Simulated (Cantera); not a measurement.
# Catalytic stagnation flow on Pt

A jet of 3.19 % H2, 15.4 % O2, 81.4 % N2, equivalence ratio 0.10 at 300 K and 0.0390 bar hits a platinum plate 6.3 cm away at a mass flux of 0.16 kg/m²/s; the plate temperature is set and raised in steps from an oxygen-covered start.

Detailed kinetics in Cantera: Deutschmann's 1995 Pt surface mechanism with GRI-Mech 3.0 gas chemistry. Catalytic surfaces can have several steady states; this one follows from the mechanism file's or the stated starting coverage.

```tsv
plate T (K)	wall x H2	wall x O2	wall x H2O	wall x OH	θ free Pt	θ O*	θ OH*
500	0.00633	0.127	0.0511	<1e-8	0.0733	0.912	0.0151
550	0.00630	0.127	0.0507	<1e-8	0.0774	0.914	0.00861
600	0.00628	0.127	0.0504	<1e-8	0.0814	0.913	0.00536
650	0.00625	0.127	0.0501	<1e-8	0.0854	0.911	0.00357
700	0.00612	0.127	0.0501	<1e-8	0.0912	0.906	0.00255
750	0.00561	0.126	0.0508	<1e-8	0.105	0.893	0.00198
800	0.00464	0.125	0.0524	<1e-8	0.136	0.862	0.00169
```
x: mole fraction at the wall; θ: surface coverage.
